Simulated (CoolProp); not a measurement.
Vapour-liquid equilibrium of hydrogen chloride (1) + propane (2) at 248.7 K; x and y are mole fractions of (1).

Computed with CoolProp (multi-fluid Helmholtz-energy mixture model, Thol 2018 and Lemmon 2009; pair parameters Bell 2016).

| x | bubble pressure, mixture model (kPa) | bubble pressure, Raoult's law (kPa) | y, mixture model | y, Raoult's law |
|---|---|---|---|---|
| 0.05 | [?] | 261.7 | [?] | 0.246 |
| 0.2 | [?] | 423.8 | 0.695 | 0.608 |
| 0.35 | 829.1 | 585.8 | [?] | 0.770 |
| 0.5 | 966.1 | 747.9 | 0.838 | 0.861 |
| 0.65 | 1069 | 910.0 | [?] | 0.920 |
| 0.8 | 1163 | 1072 | 0.913 | 0.961 |
| 0.95 | 1257 | 1234 | [?] | 0.992 |

Q: Fill in the missing entries.

A: 
- 0.05, bubble pressure, mixture model (kPa): 327.8
- 0.05, y, mixture model: 0.376
- 0.2, bubble pressure, mixture model (kPa): 625.1
- 0.35, y, mixture model: 0.790
- 0.65, y, mixture model: 0.874
- 0.95, y, mixture model: 0.972

The largest gap from Raoult's law is +47.5 % in bubble pressure, at x = 0.2. No azeotrope shows between x = 0.05 and 0.95.

The pair parameters rest on a limited set of measurements; away from them the model extrapolates.
